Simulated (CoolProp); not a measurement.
n-heptane along the isobar 101 kPa: fugacity coefficient from the reference equation and from simpler models built on Tc = 268.1 °C, pc = 2774 kPa, ω = 0.349; each cubic takes its own stable root.

The numbers come from the reference Helmholtz-energy equation of state, Span 2003 in CoolProp. It is a short technical equation, of lower accuracy than the large ones.

```json
[
 {"T (°C)": "72.65", "phase": "liquid", "reference": "0.4289", "van der Waals": "0.9695", "Redlich-Kwong": "0.9573", "Soave-Redlich-Kwong": "0.4242"},
 {"T (°C)": "123.45", "phase": "gas", "reference": "0.9606", "van der Waals": "0.9776", "Redlich-Kwong": "0.9705", "Soave-Redlich-Kwong": "0.9664"},
 {"T (°C)": "148.85", "phase": "gas", "reference": "0.9687", "van der Waals": "0.9806", "Redlich-Kwong": "0.9751", "Soave-Redlich-Kwong": "0.9721"},
 {"T (°C)": "174.35", "phase": "gas", "reference": "0.9747", "van der Waals": "0.9830", "Redlich-Kwong": "0.9788", "Soave-Redlich-Kwong": "0.9768"},
 {"T (°C)": "199.75", "phase": "gas", "reference": "0.9793", "van der Waals": "0.9851", "Redlich-Kwong": "0.9818", "Soave-Redlich-Kwong": "0.9805"},
 {"T (°C)": "225.15", "phase": "gas", "reference": "0.9829", "van der Waals": "0.9868", "Redlich-Kwong": "0.9843", "Soave-Redlich-Kwong": "0.9836"},
 {"T (°C)": "250.55", "phase": "gas", "reference": "0.9857", "van der Waals": "0.9883", "Redlich-Kwong": "0.9864", "Soave-Redlich-Kwong": "0.9861"},
 {"T (°C)": "276.05", "phase": "gas", "reference": "0.9879", "van der Waals": "0.9896", "Redlich-Kwong": "0.9881", "Soave-Redlich-Kwong": "0.9882"},
 {"T (°C)": "301.45", "phase": "gas", "reference": "0.9898", "van der Waals": "0.9907", "Redlich-Kwong": "0.9896", "Soave-Redlich-Kwong": "0.9900"},
 {"T (°C)": "326.85", "phase": "gas", "reference": "0.9913", "van der Waals": "0.9916", "Redlich-Kwong": "0.9908", "Soave-Redlich-Kwong": "0.9915"}
]
```

At some of these states van der Waals, Redlich-Kwong gives the other phase, because its saturation line lies elsewhere.
